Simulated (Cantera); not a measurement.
# Equilibrium for sublimation and decomposition of ceramics: Si₃N₄ + C + H₂

Feed: 1 mol Si₃N₄, 0.4 mol C, 0.052 mol H₂, held at 2625 K.

Cantera equilibrium calculation (NASA polynomials, part measured and part estimated; ideal gas, pure solids and liquids). Candidate condensed phases: C, C₆H₆, C₇H₈, C₈H₁₈, Si, SiC, Si₃N₄; 105 gas species. Mutual solubility and eutectic melting of coexisting phases are not modelled. The tables' values for SiN are old estimates; treat these amounts as uncertain. Gases not in the tables: Si₂H₆ and higher silanes. Equilibrium is a limit: real reactors are often held back by kinetics, nucleation or transport.

```csv
P (Pa),x N₂,x Si,x Si₂C,x SiC₂,x H₂,x C,x H,x CN,n Si(l),n SiC(s)
1,0.372,0.556,3.99e-5,0.0121,2.14e-6,0.0209,0.0197,0.0130,0,0
16,0.387,0.550,0.00103,0.0323,3.56e-5,0.00214,0.0200,0.00546,0,0
250,0.397,0.531,0.0150,0.0311,0.000500,0.000137,0.0190,0.00140,0,0
4000,0.601,0.289,0.0561,0.0106,0.00599,6.77e-6,0.0164,0.000340,1.39,0.137
63000,0.944,0.0183,0.00356,0.000672,0.0185,4.30e-7,0.00727,0.000107,2.55,0.380
1000000,0.969,0.00116,0.000224,4.23e-5,0.0217,2.71e-8,0.00198,2.73e-5,2.61,0.389
```
x: gas mole fraction; n: condensed amount in mol.

From 1.00 Pa to 2.50 mbar nothing is condensed. From 40.0 mbar to 10.0 bar the condensed part is Si(l) + SiC(s). The main Si-bearing gas is Si throughout.
